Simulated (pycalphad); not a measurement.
All values are pycalphad results on the COST 507 light-alloy database (1999) (1 atm), not direct measurements. The data set is of 1999 and partly superseded.

**Al-12.4Si-1.92Mn (at.%): equilibrium cooling sequence**

| T (°C) | phases above | phases below |
|---|---|---|
| 704.3 | liquid | ALMNSI_ALPHA + liquid |
| 579.7 | ALMNSI_ALPHA + liquid | ALMNSI_ALPHA + diamond (Si) + liquid |
| 576.4 | ALMNSI_ALPHA + diamond (Si) + liquid | ALMNSI_ALPHA + diamond (Si) + fcc |

Changes were sought between steps of 75 K, so a narrower field can be missed.

Database names, with the compositions (at.%) that they take in these runs: ALMNSI_ALPHA: Al 70 Mn 17 Si 12.
